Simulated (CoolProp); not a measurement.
Vapour-liquid equilibrium of p-xylene (1) + n-nonane (2) at 0.0405 MPa; x and y are mole fractions of (1).

Model: multi-fluid Helmholtz-energy mixture model, Zhou 2012 and Lemmon 2006; pair parameters Bell 2016, in CoolProp.

```json
[
 {"x": "0.05", "bubble temperature (°C)": "118.4", "y at the bubble point": "0.075", "dew temperature at overall composition x (°C)": "118.7", "liquid density (mol/L)": "5.056"},
 {"x": "0.125", "bubble temperature (°C)": "117.2", "y at the bubble point": "0.178", "dew temperature at overall composition x (°C)": "117.8", "liquid density (mol/L)": "5.193"},
 {"x": "0.2", "bubble temperature (°C)": "116.1", "y at the bubble point": "0.273", "dew temperature at overall composition x (°C)": "116.9", "liquid density (mol/L)": "5.336"},
 {"x": "0.275", "bubble temperature (°C)": "115.0", "y at the bubble point": "0.360", "dew temperature at overall composition x (°C)": "116.0", "liquid density (mol/L)": "5.486"},
 {"x": "0.35", "bubble temperature (°C)": "114.1", "y at the bubble point": "0.441", "dew temperature at overall composition x (°C)": "115.1", "liquid density (mol/L)": "5.642"},
 {"x": "0.425", "bubble temperature (°C)": "113.1", "y at the bubble point": "0.518", "dew temperature at overall composition x (°C)": "114.3", "liquid density (mol/L)": "5.806"},
 {"x": "0.5", "bubble temperature (°C)": "112.3", "y at the bubble point": "0.591", "dew temperature at overall composition x (°C)": "113.4", "liquid density (mol/L)": "5.978"},
 {"x": "0.575", "bubble temperature (°C)": "111.4", "y at the bubble point": "0.660", "dew temperature at overall composition x (°C)": "112.5", "liquid density (mol/L)": "6.158"},
 {"x": "0.65", "bubble temperature (°C)": "110.6", "y at the bubble point": "0.727", "dew temperature at overall composition x (°C)": "111.6", "liquid density (mol/L)": "6.348"},
 {"x": "0.725", "bubble temperature (°C)": "109.8", "y at the bubble point": "0.790", "dew temperature at overall composition x (°C)": "110.6", "liquid density (mol/L)": "6.547"},
 {"x": "0.8", "bubble temperature (°C)": "109.1", "y at the bubble point": "0.851", "dew temperature at overall composition x (°C)": "109.7", "liquid density (mol/L)": "6.757"},
 {"x": "0.875", "bubble temperature (°C)": "108.3", "y at the bubble point": "0.909", "dew temperature at overall composition x (°C)": "108.7", "liquid density (mol/L)": "6.979"},
 {"x": "0.95", "bubble temperature (°C)": "107.6", "y at the bubble point": "0.965", "dew temperature at overall composition x (°C)": "107.8", "liquid density (mol/L)": "7.213"}
]
```

No azeotrope shows between x = 0.05 and 0.95.

The pair parameters rest on a limited set of measurements; away from them the model extrapolates.
